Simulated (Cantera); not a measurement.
A perfectly stirred reactor is fed with 0.711 % CO, 1.04 % O2, 3.41 % H2O, 94.8 % N2, equivalence ratio 0.34, at 1.01 bar; it is held at 1175 K, and followed from long to short residence time.

Detailed kinetics in Cantera: GRI-Mech 3.0 (53 species, 325 reactions).

Q: Predict: x(CO) at τ = 21.0 s; x(O2) at τ = 21.0 s; x(H2O) at τ = 21.0 s; x(NO) at τ = 21.0 s; x(CO2) at τ = 21.0 s; x(CO) at τ = 0.150 s; x(O2) at τ = 0.150 s; x(H2O) at τ = 0.150 s; x(NO) at τ = 0.150 s; x(CO2) at τ = 0.150 s.

A: 
```
Item                     Result
---------------------  --------
x(CO) at τ = 21.0 s     1.59e-5
x(O2) at τ = 21.0 s     0.00691
x(H2O) at τ = 21.0 s     0.0343
x(NO) at τ = 21.0 s     7.73e-8
x(CO2) at τ = 21.0 s    0.00712
x(CO) at τ = 0.150 s   0.000439
x(O2) at τ = 0.150 s    0.00712
x(H2O) at τ = 0.150 s    0.0342
x(NO) at τ = 0.150 s    2.81e-8
x(CO2) at τ = 0.150 s   0.00670
```
